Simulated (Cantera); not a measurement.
Input: 1 mol MgO, 1.7 mol HBr, 0.99 mol O2, equilibrated at 23.0 Pa.

These are equilibrium values from Cantera (NASA tables, ideal gas, pure condensed phases), not measurements of a reactor. Candidate condensed phases: Br2, H2O, Mg, MgBr2, MgO, Mg(OH)2; 20 gas species. Rates play no part. All values below are at 1000 °C.

Base state: Br 0.485, H2O 0.253, O2 0.199, HBr 0.0527, Br2 0.0103, OH 9.71e-5, MgBr2 7.32e-5 (mole fractions); condensed: MgO(s).

Q: What changes in the equilibrium state with this change: pressure from 23.0 Pa to 1.90 Pa?

A: 
```json
[
 {"species": "Br", "before": "0.485", "after": "0.518"},
 {"species": "H2O", "before": "0.253", "after": "0.260"},
 {"species": "O2", "before": "0.199", "after": "0.191"},
 {"species": "HBr", "before": "0.0527", "after": "0.0309"},
 {"species": "Br2", "before": "0.0103", "after": "0.000969"},
 {"species": "MgBr2", "before": "7.32e-5", "after": "2.45e-5"},
 {"species": "O", "before": "3.16e-6", "after": "1.08e-5"},
 {"species": "OH", "before": "9.71e-5", "after": "0.000182"},
 {"species": "MgO(s), mol", "before": "1.000", "after": "1.000"}
]
```
